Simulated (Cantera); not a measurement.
Ammonia decomposition in nitride growth gas

A perfectly stirred reactor is fed with 24.4 % NH3, 75.6 % N2, at 263 Torr; it is held at 2048 K, and followed from long to short residence time.

Detailed kinetics in Cantera: the gas-phase N/H chemistry of the illustrative SiF4/NH3 mechanism in the Surface Chemkin manual (1991). Walls and surfaces, which speed up NH3 decomposition in real reactors, are not modelled.

```csv
τ (s),x NH3,x NH2,x H2,x N2H4,x N,x NH,x N2H2
13,0.00103,1.57e-5,0.292,2.73e-11,1.17e-6,2.52e-6,3.98e-9
3.9,0.00366,3.75e-5,0.289,1.55e-10,1.24e-6,3.99e-6,1.63e-8
1.2,0.0122,8.46e-5,0.279,7.91e-10,1.25e-6,6.01e-6,5.98e-8
0.37,0.0353,0.000175,0.251,3.39e-9,1.26e-6,8.71e-6,1.95e-7
0.11,0.0865,0.000326,0.189,1.18e-8,1.22e-6,1.17e-5,5.44e-7
0.035,0.153,0.000496,0.109,2.73e-8,1.04e-6,1.34e-5,1.06e-6
0.011,0.205,0.000649,0.0461,4.66e-8,6.64e-7,1.28e-5,1.52e-6
0.0033,0.231,0.000766,0.0150,6.50e-8,2.59e-7,1.01e-5,1.69e-6
0.0010,0.240,0.000777,0.00412,6.68e-8,7.11e-8,7.19e-6,1.45e-6
0.00031,0.243,0.000592,0.000894,3.88e-8,1.77e-8,4.26e-6,7.59e-7
```
x: mole fraction; the columns are a selection and need not sum to one.
